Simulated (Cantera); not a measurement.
## SiCl₄ + N₂ + H₂ (silicon nitride deposition)

A closed system holds: 1 mol SiCl₄, 1.7 mol N₂, 2.2 mol H₂, equilibrated at 1.00 mbar.

Cantera equilibrium calculation (NASA polynomials, part measured and part estimated; ideal gas, pure solids and liquids). Candidate condensed phases: NH₄Cl, Si, Si₃N₄; 28 gas species. N₂ is the only nitrogen source here; it is nearly inert below about 1500 K, so the nitride shown seldom forms there in practice. The tables' values for SiCl₃, SiCl, SiN are old estimates; treat these amounts as uncertain. The numbers say what is thermodynamically allowed, not how fast it happens.

```tsv
T (K)	x HCl	x N₂	x H₂	x SiCl₂	x SiCl₄	x Cl	x H	x Si	x SiCl₃	n Si₃N₄(s)
923	0.440	0.261	0.212	1.71e-6	0.0863	7.13e-9	3.56e-9	<1e-12	6.05e-5	0.187
1073	0.473	0.254	0.194	0.000276	0.0763	4.31e-7	1.95e-7	<1e-12	0.00115	0.201
1223	0.483	0.253	0.183	0.0115	0.0593	9.23e-6	4.07e-6	1.20e-11	0.00924	0.194
1373	0.385	0.277	0.198	0.107	0.0139	7.56e-5	4.69e-5	1.93e-8	0.0179	0.0714
1523	0.330	0.290	0.210	0.161	0.00116	0.000423	0.000335	1.71e-6	0.00791	0
1673	0.333	0.288	0.205	0.166	0.000159	0.00207	0.00163	3.55e-5	0.00355	0
1823	0.329	0.286	0.203	0.165	2.85e-5	0.00764	0.00617	0.000457	0.00174	0
1973	0.317	0.281	0.195	0.157	6.23e-6	0.0229	0.0188	0.00389	0.000904	0
2123	0.300	0.266	0.171	0.128	1.52e-6	0.0604	0.0469	0.0198	0.000450	0
```
x: gas mole fraction; n: condensed amount in mol.

From 923 K to 1373 K the condensed part is Si₃N₄(s). From 1523 K to 2123 K nothing is condensed. The main Si-bearing gas is SiCl₄ at 923 K and SiCl₂ at 2123 K.
